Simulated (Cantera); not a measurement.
A perfectly stirred reactor is fed with NH₃ : H₂ = 1 : 11 (molar parts), at 2670 Pa; it is held at 2400 K, and followed from long to short residence time.

Computed with Cantera and the gas-phase N/H chemistry of the illustrative SiF4/NH3 mechanism in the Surface Chemkin manual (1991). Walls and surfaces, which speed up NH3 decomposition in real reactors, are not modelled.

One state of this run: x NH₃ = 0.0226; x H₂ = 0.943; x N₂ = 0.0276; x N = 1.64e-5; x NH = 6.57e-5; x NH₂ = 0.000502; x H = 0.00649. x: mole fraction; the columns are a selection and need not sum to one.

Problem. Which value of τ (s) does it belong to?
A) 0.31
B) 0.023
C) 0.084
D) 0.00046

Solution. C, 0.084
